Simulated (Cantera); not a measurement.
Charge: 1 mol CF4, 0.78 mol HCl, 2.7 mol H2, 1.4 mol F2, held at 3348.15 K.

Cantera equilibrium calculation (NASA polynomials, part measured and part estimated; ideal gas, pure solids and liquids). Candidate condensed phases: C, C6H6, C7H8, C8H18; 118 gas species. The numbers say what is thermodynamically allowed, not how fast it happens.

**Question.** At 0.000130 bar, list the 5 most abundant gas species with their mole fractions, and the condensed phases.

**Answer.** F 0.454, H 0.412, C 0.0666, Cl 0.0536, HF 0.0131. Condensed: gas only.
